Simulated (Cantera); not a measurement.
Input: 1 mol C3H6, 0.16 mol NH3, 8.6 mol H2, 1.4 mol H2O, equilibrated at 0.00133 bar.

These are equilibrium values from Cantera (NASA tables, ideal gas, pure condensed phases), not measurements of a reactor. Candidate condensed phases: C, C6H6, C7H8, C8H18, H2O; 136 gas species. The numbers say what is thermodynamically allowed, not how fast it happens. All values below are at 1723 K.

Base state: H2 0.895, CO 0.0949, N2 0.00527, H 0.00472, HCN 0.000285, C2H2 (acetylene) 8.10e-5 (mole fractions); condensed: C(graphite).

What changes in the equilibrium state with this change: H2O from 1.4 to 3.3 mol?


```csv
species,before,after
H2,0.895,0.811
CO,0.0949,0.163
H2O,4.81e-8,0.0155
CO2,1.45e-9,0.000891
HCN,0.000285,1.20e-9
C2H2 (acetylene),8.10e-5,<1e-9
"C(graphite), mol",1.59,0
```
